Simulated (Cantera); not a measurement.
Charge: 1 mol Cr, 3.4 mol O₂, 6.6 mol H₂, 3.3 mol N₂O, equilibrated at 1950 °C.

These are equilibrium values from Cantera (NASA tables, ideal gas, pure condensed phases), not measurements of a reactor. Candidate condensed phases: Cr, CrN, Cr₂N, Cr₂O₃, H₂O; 29 gas species. Gases not in the tables: CrO₂(OH)₂. Equilibrium is a limit: real reactors are often held back by kinetics, nucleation or transport.

Task: Which condensed phases are stable at each of these points (P (Pa)): 0.100, 1.50, 22, 320, 4600, 68000, 1000000?

Result: 
```json
[
 {"P (Pa)": "0.100", "condensed phases": "gas only", "Cr condensed (%)": "0.0"},
 {"P (Pa)": "1.50", "condensed phases": "gas only", "Cr condensed (%)": "0.0"},
 {"P (Pa)": "22", "condensed phases": "gas only", "Cr condensed (%)": "0.0"},
 {"P (Pa)": "320", "condensed phases": "Cr₂O₃(s)", "Cr condensed (%)": "71.5"},
 {"P (Pa)": "4600", "condensed phases": "Cr₂O₃(s)", "Cr condensed (%)": "96.8"},
 {"P (Pa)": "68000", "condensed phases": "Cr₂O₃(s)", "Cr condensed (%)": "99.6"},
 {"P (Pa)": "1000000", "condensed phases": "Cr₂O₃(s)", "Cr condensed (%)": "99.9"}
]
```

From 0.000750 Torr to 0.165 Torr nothing is condensed. From 2.40 Torr to 7500 Torr the condensed part is Cr₂O₃(s).
